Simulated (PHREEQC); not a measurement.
Dissolve 83 mmol/kgw (CH3)4NF and 54 mmol/kgw K2SO4 at 25 °C. Closed to the air; pH follows from the charge balance.

Computed with PHREEQC (ion-association model, wateq4f.dat).

```json
[
 {"quantity": "pH", "before": "7.95", "after": "7.78"},
 {"quantity": "ionic strength (mol/kgw)", "before": "0.228", "after": "0.225"},
 {"quantity": "K+ (mol/kgw)", "before": "0.0996", "after": "0.0980"},
 {"quantity": "SO4-2 (mol/kgw)", "before": "0.0456", "after": "0.0440"},
 {"quantity": "KSO4- (mol/kgw)", "before": "0.00844", "after": "0.0100"},
 {"quantity": "HSO4- (mol/kgw)", "before": "1.93e-8", "after": "3.79e-8"}
]
```

### Question
What was changed between the two runs?
A. temperature from 25 to 40 °C
B. diluted 100-fold with water
C. diluted 10-fold with water
D. (CH3)4NF from 0.083 to 0.0166 mol/kgw
E. K2SO4 from 0.054 to 0.0108 mol/kgw

### Answer
A, temperature from 25 to 40 °C

Precipitation was switched off in this run. (CH3)4N+ isn't in the database: it is added as a free cation with an ion size of 4 Å. Constants without temperature data keep their 25 °C values here.
